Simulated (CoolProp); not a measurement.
Carbon monoxide along the isobar 1600 kPa: density (kg/m³) from the reference equation and from simpler models built on Tc = -140.3 °C, pc = 3498 kPa, ω = 0.050; each cubic takes its own stable root.

The numbers come from the reference Helmholtz-energy equation of state, Lemmon 2006 in CoolProp. It is a short technical equation, of lower accuracy than the large ones.

```json
[
 {"T (°C)": "-196.25", "phase": "liquid", "reference": "816.8", "van der Waals": "559.3", "Redlich-Kwong": "822.1"},
 {"T (°C)": "-181.45", "phase": "liquid", "reference": "751.8", "van der Waals": "516.4", "Redlich-Kwong": "747.9"},
 {"T (°C)": "-166.65", "phase": "liquid", "reference": "673.7", "van der Waals": "459.4", "Redlich-Kwong": "651.8"},
 {"T (°C)": "-151.95", "phase": "gas", "reference": "59.18", "van der Waals": "56.04", "Redlich-Kwong": "59.13"},
 {"T (°C)": "-137.15", "phase": "gas", "reference": "47.14", "van der Waals": "46.39", "Redlich-Kwong": "47.29"},
 {"T (°C)": "-122.35", "phase": "gas", "reference": "40.20", "van der Waals": "40.07", "Redlich-Kwong": "40.33"},
 {"T (°C)": "-107.55", "phase": "gas", "reference": "35.39", "van der Waals": "35.49", "Redlich-Kwong": "35.49"},
 {"T (°C)": "-92.85", "phase": "gas", "reference": "31.79", "van der Waals": "31.97", "Redlich-Kwong": "31.87"},
 {"T (°C)": "-78.05", "phase": "gas", "reference": "28.92", "van der Waals": "29.13", "Redlich-Kwong": "29.00"},
 {"T (°C)": "-63.25", "phase": "gas", "reference": "26.58", "van der Waals": "26.79", "Redlich-Kwong": "26.65"},
 {"T (°C)": "-48.45", "phase": "gas", "reference": "24.62", "van der Waals": "24.82", "Redlich-Kwong": "24.68"},
 {"T (°C)": "-33.65", "phase": "gas", "reference": "22.95", "van der Waals": "23.14", "Redlich-Kwong": "23.01"},
 {"T (°C)": "-18.95", "phase": "gas", "reference": "21.51", "van der Waals": "21.69", "Redlich-Kwong": "21.57"},
 {"T (°C)": "-4.15", "phase": "gas", "reference": "20.25", "van der Waals": "20.41", "Redlich-Kwong": "20.30"}
]
```
